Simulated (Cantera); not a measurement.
Gas mixture: 100 % CH₄, at 0.00120 bar, frozen composition.

Cantera's kinetic-theory transport with the Lennard-Jones parameters of GRI-Mech 3.0, ideal gas; thermal conductivity in the multicomponent form. The composition is frozen, though it would react at the higher temperatures.

D: mixture-averaged diffusion coefficient of that species in the mixture.

```json
[
 {"T (K)": "400", "ρ (kg/m³)": "0.000579", "cp (J/kg/K)": "2526", "μ (µPa s)": "[?]", "λ (mW/m/K)": "50.8", "Pr": "0.718", "D (cm²/s) CH₃": "327", "D (cm²/s) H": "1580", "D (cm²/s) H₂": "1020"},
 {"T (K)": "650", "ρ (kg/m³)": "0.000356", "cp (J/kg/K)": "3475", "μ (µPa s)": "[?]", "λ (mW/m/K)": "98.7", "Pr": "0.726", "D (cm²/s) CH₃": "763", "D (cm²/s) H": "3700", "D (cm²/s) H₂": "2310"},
 {"T (K)": "900", "ρ (kg/m³)": "0.000257", "cp (J/kg/K)": "4292", "μ (µPa s)": "[?]", "λ (mW/m/K)": "152", "Pr": "0.729", "D (cm²/s) CH₃": "1330", "D (cm²/s) H": "6430", "D (cm²/s) H₂": "3970"},
 {"T (K)": "1150", "ρ (kg/m³)": "0.000201", "cp (J/kg/K)": "4962", "μ (µPa s)": "[?]", "λ (mW/m/K)": "206", "Pr": "0.730", "D (cm²/s) CH₃": "2000", "D (cm²/s) H": "9710", "D (cm²/s) H₂": "5970"},
 {"T (K)": "1400", "ρ (kg/m³)": "0.000165", "cp (J/kg/K)": "5468", "μ (µPa s)": "[?]", "λ (mW/m/K)": "259", "Pr": "0.730", "D (cm²/s) CH₃": "2780", "D (cm²/s) H": "13500", "D (cm²/s) H₂": "8270"},
 {"T (K)": "1650", "ρ (kg/m³)": "0.000140", "cp (J/kg/K)": "5857", "μ (µPa s)": "[?]", "λ (mW/m/K)": "308", "Pr": "0.730", "D (cm²/s) CH₃": "3660", "D (cm²/s) H": "17700", "D (cm²/s) H₂": "10900"},
 {"T (K)": "1900", "ρ (kg/m³)": "0.000122", "cp (J/kg/K)": "6159", "μ (µPa s)": "42.1", "λ (mW/m/K)": "355", "Pr": "0.730", "D (cm²/s) CH₃": "4630", "D (cm²/s) H": "22400", "D (cm²/s) H₂": "13700"},
 {"T (K)": "2150", "ρ (kg/m³)": "0.000108", "cp (J/kg/K)": "6397", "μ (µPa s)": "[?]", "λ (mW/m/K)": "400", "Pr": "0.730", "D (cm²/s) CH₃": "5680", "D (cm²/s) H": "27500", "D (cm²/s) H₂": "16800"}
]
```

Task: What belongs in the gaps?

Result: 
- 400, μ (µPa s): 14.4
- 650, μ (µPa s): 20.6
- 900, μ (µPa s): 25.8
- 1150, μ (µPa s): 30.3
- 1400, μ (µPa s): 34.5
- 1650, μ (µPa s): 38.4
- 2150, μ (µPa s): 45.6
